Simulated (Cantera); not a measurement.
Feed: 1 mol CH4, 13 mol H2, 0.67 mol H2O, held at 0.140 bar.

These are equilibrium values from Cantera (NASA tables, ideal gas, pure condensed phases), not measurements of a reactor. Candidate condensed phases: C, C6H6, C7H8, C8H18, H2O; 110 gas species. The numbers say what is thermodynamically allowed, not how fast it happens.

Problem. At 1800 K, list the 5 most abundant gas species with their mole fractions, and the condensed phases.

Solution. H2 0.958, CO 0.0410, H 0.000937, C2H2 (acetylene) 0.000168, CH4 9.88e-5. Condensed: C(graphite).
